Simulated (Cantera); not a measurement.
Mixture: CH4 : C2H6 : O2 : N2 : H2O = 1 : 0.046 : 4.7 : 17.7 : 0.52 (molar parts), equivalence ratio 0.46, at 8.19 atm, adiabatic and at constant pressure. Ignition delay is the time to a rise of 400 K.

Computed with Cantera and GRI-Mech 3.0 (53 species, 325 reactions).

Problem. What does this change do: pressure from 8.19 atm to 7.11 atm?

Solution. 
| quantity | before | after |
|---|---|---|
| delay at 1050 K | 16.6 ms | 18.3 ms |
| delay at 1150 K | 3.68 ms | 4.10 ms |
| delay at 1250 K | 1.08 ms | 1.21 ms |
| delay at 1350 K | 0.369 ms | 0.411 ms |
| delay at 1450 K | 0.140 ms | 0.155 ms |
| delay at 1550 K | 57.7 µs | 63.5 µs |
| apparent activation energy between 1350 and 1550 K | 160 kJ/mol | 160 kJ/mol |

Problem. What does this change do: pressure from 8.19 atm to 1.00 atm?

Solution. 
```tsv
quantity	before	after
delay at 1050 K	16.6 ms	79.5 ms
delay at 1150 K	3.68 ms	19.7 ms
delay at 1250 K	1.08 ms	5.49 ms
delay at 1350 K	0.369 ms	1.68 ms
delay at 1450 K	0.140 ms	0.578 ms
delay at 1550 K	57.7 µs	0.233 ms
apparent activation energy between 1350 and 1550 K	160 kJ/mol	170 kJ/mol
```
